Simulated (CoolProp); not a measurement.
The fluid at 293.15 K and 1.42 MPa is throttled through a valve to 0.417 MPa with no heat exchange. The same conditions are run with several fluids, on thermodynamics alone (safety and materials aside).

The numbers come from the reference Helmholtz-energy equation of state of each fluid (n-perfluorobutane: Gao 2022; toluene: Lemmon 2006; R1336mzz(E): Akasaka 2023; R245ca: Zhou 2016; benzene: Thol 2012) in CoolProp.

```tsv
fluid	temperature change (K)	final density (kg/m³)
n-perfluorobutane	+0.2	?
toluene	?	?
R1336mzz(E)	+0.2	?
R245ca	?	?
benzene	?	?
```

Q: Complete the blanks.

A: 
- n-perfluorobutane, final density (kg/m³): 1520
- toluene, temperature change (K): +0.5
- toluene, final density (kg/m³): 867
- R1336mzz(E), final density (kg/m³): 1340
- R245ca, temperature change (K): +0.3
- R245ca, final density (kg/m³): 1400
- benzene, temperature change (K): +0.4
- benzene, final density (kg/m³): 879
